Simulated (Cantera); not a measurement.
Charge: 1 mol SiH2Cl2, 0.073 mol O2, 1.9 mol H2, held at 0.0638 Torr.

Method: chemical equilibrium by Gibbs-energy minimisation in Cantera with the NASA 1993 tables (ideal gas, pure condensed phases). Candidate condensed phases: H2O, Si, SiO2; 30 gas species. Mutual solubility and eutectic melting of coexisting phases are not modelled. The tables hold silica as quartz up to 1696 K and as liquid above; real silica turns to tridymite and cristobalite and melts near 1996 K. Gases not in the tables: Si2H6 and higher silanes. Equilibrium is a limit: real reactors are often held back by kinetics, nucleation or transport.

**Question.** What share of the Si ends up in condensed phases as a function of T (K), at 700, 800, 900, 1000, 1100, 1200, 1300, 1400, 1500, 1600, 1700, 1800, 1900, 2000?

**Answer.** 
```
T (K)  Si condensed (%)                      as
-----  ----------------  ----------------------
700                49.6  Si(s) + SiO2(α-quartz)
800                50.6  Si(s) + SiO2(α-quartz)
900                52.6  Si(s) + SiO2(β-quartz)
1000               53.7  Si(s) + SiO2(β-quartz)
1100               48.0  Si(s) + SiO2(β-quartz)
1200               38.9  Si(s) + SiO2(β-quartz)
1300               23.9                   Si(s)
1400               22.3                   Si(s)
1500               21.1                   Si(s)
1600               19.6                   Si(s)
1700               16.0                   Si(l)
1800                4.2                   Si(l)
1900                0.0                       -
2000                0.0                       -
```
